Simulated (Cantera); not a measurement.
An isothermal, constant-pressure homogeneous reactor starts with H₂ : O₂ = 0.2 : 1 (molar parts), equivalence ratio 0.10, at 1250 K and 0.00464 atm.

Computed with Cantera and the H2/O2 subset of GRI-Mech 3.0, which has no nitrogen chemistry. Radical loss at walls, strong at low pressure, is not modelled. The temperature is held fixed by assumption; the heat of reaction is taken as removed at once.

x: mole fraction; the columns are a selection and need not sum to one.

```csv
t (s),x H₂,x O₂,x OH,x O,x H₂O,x H,x HO₂
6.00e-6,0.167,0.833,1.69e-11,1.72e-11,<1e-12,6.52e-10,6.69e-10
1.49e-5,0.167,0.833,9.74e-11,1.02e-10,9.67e-12,?,?
3.69e-5,0.167,0.833,5.20e-10,5.73e-10,1.32e-10,3.67e-9,4.11e-9
9.15e-5,0.167,0.833,2.48e-9,3.05e-9,1.63e-9,8.78e-9,1.02e-8
0.000227,0.167,0.833,1.19e-8,1.68e-8,1.90e-8,2.75e-8,2.53e-8
0.000563,0.167,0.833,1.12e-7,1.69e-7,3.26e-7,2.20e-7,6.28e-8
0.00140,0.167,0.833,?,?,?,?,?
0.00346,0.0209,0.743,0.0138,0.0560,0.112,0.0546,2.37e-6
0.00859,0.00669,0.730,0.0101,0.0735,0.131,0.0490,2.40e-6
0.0213,0.00625,0.738,0.00980,0.0668,0.136,0.0428,2.45e-6
0.0529,0.00519,0.756,0.00903,0.0527,0.147,0.0304,2.52e-6
0.131,0.00311,0.784,0.00711,0.0295,0.164,0.0129,2.49e-6
0.325,0.000981,0.808,0.00404,0.00889,0.176,0.00215,1.88e-6
0.806,0.000177,0.816,0.00172,0.00158,0.180,0.000161,8.12e-7
2.00,3.04e-5,0.818,0.000717,0.000273,0.181,1.15e-5,2.28e-7
```

Question: Some entries are withheld; supply them.

Answer: 
- 1.49e-5, x H: 1.57e-9
- 1.49e-5, x HO₂: 1.66e-9
- 0.00140, x OH: 1.29e-5
- 0.00140, x O: 1.97e-5
- 0.00140, x H₂O: 4.43e-5
- 0.00140, x H: 2.48e-5
- 0.00140, x HO₂: 1.77e-7
